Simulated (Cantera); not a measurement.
Feed: 1 mol SiO₂, 0.41 mol SiCl₄, 0.94 mol N₂, at 1298 K and 1000 Pa.

These are equilibrium values from Cantera (NASA tables, ideal gas, pure condensed phases), not measurements of a reactor. Candidate condensed phases: Si, SiO₂, Si₂N₂O, Si₃N₄; 23 gas species. The tables' values for SiCl₃ are old estimates; treat these amounts as uncertain. The tables hold silica as quartz up to 1696 K and as liquid above; real silica turns to tridymite and cristobalite and melts near 1996 K. The numbers say what is thermodynamically allowed, not how fast it happens.

Base state: N₂ 0.696, SiCl₄ 0.303, SiCl₃ 0.000655, Cl 0.000620, Cl₂ 2.59e-5 (mole fractions); condensed: SiO₂(β-quartz).

What changes in the equilibrium state with this change: 0.042 mol O₂ added?


```json
[
 {"species": "N₂", "before": "0.696", "after": "0.666"},
 {"species": "SiCl₄", "before": "0.303", "after": "0.261"},
 {"species": "Cl₂", "before": "2.59e-5", "after": "0.0464"},
 {"species": "Cl", "before": "0.000620", "after": "0.0263"},
 {"species": "SiCl₃", "before": "0.000655", "after": "1.33e-5"},
 {"species": "SiO₂(β-quartz), mol", "before": "1.00", "after": "1.04"}
]
```

What changes in the equilibrium state with this change: temperature from 1298 K to 1400 K?


```
species                before    after
-------------------  --------  -------
N₂                      0.696    0.695
SiCl₄                   0.303    0.300
Cl                   0.000620  0.00240
SiCl₃                0.000655  0.00238
SiCl₂                 8.46e-6  7.99e-5
Cl₂                   2.59e-5  7.11e-5
SiO₂(β-quartz), mol      1.00     1.00
```

What changes in the equilibrium state with this change: temperature from 1298 K to 1500 K?


| species | before | after |
|---|---|---|
| N₂ | 0.696 | 0.691 |
| SiCl₄ | 0.303 | 0.294 |
| Cl | 0.000620 | 0.00763 |
| SiCl₃ | 0.000655 | 0.00691 |
| SiO | 1.89e-8 | 1.22e-5 |
| SiCl₂ | 8.46e-6 | 0.000516 |
| Cl₂ | 2.59e-5 | 0.000170 |
| SiO₂(β-quartz), mol | 1.00 | 1.000 |
